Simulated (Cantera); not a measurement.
A Cantera script and what it prints.

```python
import numpy as np
import cantera as ct

gas_names = """
    AL ALH ALN ALO ALOH ALO2 ALO2H AL2 AL2O AL2O2 H HALO HNO HNO2 HNO3 HO2 H2 H2O H2O2 N NH NH2 NH3
    NH2OH NO NO2 NO3 N2 N2H2 N2H4 N2O O OH O2 O3
""".split()
cond_names = """
    AL(cr) AL(L) ALN(s) AL2O3(a) AL2O3(L) H2O(s) H2O(L)
""".split()


# ... load() reads the species with a 1 bar reference pressure and builds the phases ...
atoms = {
    'AlN': {'AL': 1, 'N': 1},
    'H2O': {'H': 2, 'O': 1},
    'N2': {'N': 2},
}
top_T = {'ALN(s)': 2750}  # K; cautious upper limits of use, not melting points


# ... equilibrate(T, P, feed) seeds the gas with the atoms and calls Mixture.equilibrate('TP', solver="vcs", rtol=1e-11, max_steps=5000) ...
results = []
feed = {'AlN': 1, 'H2O': 0.52, 'N2': 32}  # mol
P = 133.322  # Pa
for T in [1198, 1298, 1398, 1498, 1598, 1698, 1798]:
    mix = equilibrate(T, P, feed)
    results.append((T, P, feed, dict(zip(mix.species_names, mix.species_moles))))

top = {s: max(r[3][s] / sum(r[3][g] for g in gas_names) for r in results) for s in gas_names}
cols = sorted((s for s in top if top[s] > 0.0001), key=lambda s: -top[s])[:9]
seen = [c for c in cond_names if any(r[3].get(c, 0) > 1e-12 for r in results)]
print("log10 of partial pressures in bar; condensed amounts in mol")
print(f"{'T/K':>10s}" + "".join(f"{s[:9]:>10s}" for s in cols + seen))
for T, P, feed, n in results:
    ng = sum(n[g] for g in gas_names)
    print(f"{T:10.4g}" + "".join(f"{np.log10(max(n[s] / ng * P / 1e5, 1e-99)):10.3f}" for s in cols)
          + "".join(f"{n.get(c, 0):10.4g}" for c in seen))
```

Output:

```
log10 of partial pressures in bar; condensed amounts in mol
       T/K        N2        H2        AL      AL2O         H    ALN(s)  AL2O3(a)
      1198    -2.882    -4.674   -14.377   -17.393    -9.058    0.6533    0.1733
      1298    -2.882    -4.674   -12.227   -14.639    -8.307    0.6533    0.1733
      1398    -2.882    -4.674   -10.388   -12.285    -7.662    0.6533    0.1733
      1498    -2.882    -4.674    -8.797   -10.253    -7.102    0.6533    0.1733
      1598    -2.882    -4.676    -7.409    -8.481    -6.612    0.6523    0.1733
      1698    -2.882    -4.681    -6.186    -6.922    -6.180    0.6334    0.1723
      1798    -2.886    -4.696    -5.100    -5.540    -5.801    0.3597    0.1494
```

Cantera equilibrium calculation (NASA polynomials, part measured and part estimated; ideal gas, pure solids and liquids). Mutual solubility and eutectic melting of coexisting phases are not modelled.
